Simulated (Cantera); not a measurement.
An adiabatic, constant-pressure homogeneous reactor starts with CH₄ : O₂ : N₂ : CO₂ = 0.4 : 2.53 : 9.52 : 0.45 (molar parts), equivalence ratio 0.32, at 1800 K and 1.18 atm.

Model: GRI-Mech 3.0 (53 species, 325 reactions), integrated in Cantera.

x: mole fraction; the columns are a selection and need not sum to one.

```tsv
t (s)	T (K)	x CH₄	x O₂	x CO₂	x C₂H₂	x HO₂	x H₂
2.00e-6	1800	0.0310	0.196	0.0349	<1e-12	1.14e-6	?
9.15e-6	1800	0.0310	0.196	0.0349	5.23e-11	5.29e-6	?
4.18e-5	1800	0.0303	0.196	0.0349	8.58e-8	3.07e-5	?
0.000191	2232	<1e-12	0.131	0.0548	<1e-12	6.03e-6	?
0.000875	2368	<1e-12	0.132	0.0623	<1e-12	5.51e-6	?
0.00400	2373	<1e-12	0.132	0.0627	<1e-12	5.67e-6	0.000456
0.0183	2366	<1e-12	0.130	0.0628	<1e-12	5.52e-6	0.000445
0.0837	2354	<1e-12	0.127	0.0630	<1e-12	5.24e-6	0.000423
0.383	2352	<1e-12	0.126	0.0630	<1e-12	5.18e-6	0.000419
1.75	2352	<1e-12	0.126	0.0630	<1e-12	5.18e-6	0.000419
8.00	2352	<1e-12	0.126	0.0630	<1e-12	5.18e-6	0.000419
```

### Question
Fill in the missing entries.

### Answer

- 2.00e-6, x H₂: 1.01e-6
- 9.15e-6, x H₂: 5.91e-6
- 4.18e-5, x H₂: 8.31e-5
- 0.000191, x H₂: 0.00166
- 0.000875, x H₂: 0.000509
